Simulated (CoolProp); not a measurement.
Vapour-liquid equilibrium of CHF3 (R23) (1) + R227EA (2) at 0.135 MPa; x and y are mole fractions of (1).

Model: multi-fluid Helmholtz-energy mixture model, Penoncello 2003 and Lemmon 2016; pair parameters Bell 2016, in CoolProp.

Task: Give the bubble temperature and the first vapour's composition at x = 0.35, 0.55, 0.65. Is there an azeotrope?

Result: x = 0.35: 213.6 K, y = 0.948; x = 0.55: 205.5 K, y = 0.978; x = 0.65: 202.9 K, y = 0.985. No azeotrope shows between x = 0.05 and 0.95.

Pair parameters are fitted to limited data, so mixtures are less certain than the pure fluids. The gap from Raoult's law changes sign with composition, which may be real or a fault of the pair parameters; it wasn't checked against measurements.
